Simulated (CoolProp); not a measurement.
200 sccm (0 °C, 1 atm) of nitrogen bubbles through liquid octamethylcyclotetrasiloxane (D4) at 327.2 K and leaves saturated at a total pressure of 0.0262 MPa (ideal gas phase). Each further row changes one setting.

Values from CoolProp's reference Helmholtz-energy equation of state, Thol 2015.

```csv
case,vapour pressure (kPa),mole fraction of vapour,delivery (mg/min),delivery (sccm),change of delivery for a bath 1 K warmer (%)
as stated,0.915,0.0349,95.7,7.23,6.2
bath temperature 332.2 K,1.22,0.0465,129,9.75,6.0
total pressure 0.0524 MPa,0.915,0.0175,47.0,3.55,6.1
```
